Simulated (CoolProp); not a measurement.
The numbers come from the reference Helmholtz-energy equation of state, Aleksandrov 2011 in CoolProp. It is a short technical equation, of lower accuracy than the large ones.

Task: For n-undecane, give the phase and the density (kg/m³) at 32.75 °C and 2.17 MPa; 125.05 °C and 2.17 MPa.

Result: 
- 32.75 °C and 2.17 MPa: liquid; density 732
- 125.05 °C and 2.17 MPa: liquid; density 662
